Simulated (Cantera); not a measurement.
An adiabatic, constant-pressure homogeneous reactor starts with CH₄ : C₂H₆ : O₂ : N₂ = 1 : 0.19 : 1.27 : 4.77 (molar parts), at 1150 K and 1.00 bar.

Cantera simulation using GRI-Mech 3.0 (53 species, 325 reactions); the numbers are that mechanism's predictions, not measurements.

x: mole fraction; the columns are a selection and need not sum to one.

| t (s) | T (K) | x CH₄ | x C₂H₆ | x O₂ | x NO | x NO₂ |
|---|---|---|---|---|---|---|
| 8.00e-6 | 1150 | 0.138 | 0.0263 | 0.176 | <1e-12 | <1e-12 |
| 1.74e-5 | 1150 | 0.138 | 0.0263 | 0.176 | <1e-12 | <1e-12 |
| 3.80e-5 | 1150 | 0.138 | 0.0263 | 0.176 | <1e-12 | <1e-12 |
| 8.28e-5 | 1150 | 0.138 | 0.0263 | 0.176 | <1e-12 | <1e-12 |
| 0.000180 | 1150 | 0.138 | 0.0263 | 0.176 | <1e-12 | <1e-12 |
| 0.000393 | 1150 | 0.138 | 0.0263 | 0.176 | <1e-12 | <1e-12 |
| 0.000857 | 1150 | 0.138 | 0.0263 | 0.176 | <1e-12 | <1e-12 |
| 0.00187 | 1150 | 0.138 | 0.0262 | 0.176 | <1e-12 | <1e-12 |
| 0.00407 | 1156 | 0.137 | 0.0250 | 0.174 | <1e-12 | <1e-12 |
| 0.00887 | 2200 | 0.000864 | 5.85e-8 | 4.83e-7 | [?] | 1.02e-10 |
| 0.0193 | 2190 | 8.09e-8 | <1e-12 | 4.80e-7 | [?] | 2.44e-10 |
| 0.0421 | 2191 | 1.06e-10 | <1e-12 | 4.93e-7 | [?] | 1.56e-10 |
| 0.0918 | 2191 | 9.66e-11 | <1e-12 | 4.95e-7 | [?] | 8.41e-11 |
| 0.200 | 2191 | 9.40e-11 | <1e-12 | 4.96e-7 | [?] | 4.71e-11 |

**Question.** Fill in the missing entries.

**Answer.** 
- 0.00887, x NO: 4.56e-5
- 0.0193, x NO: 0.000124
- 0.0421, x NO: 7.89e-5
- 0.0918, x NO: 4.26e-5
- 0.200, x NO: 2.38e-5
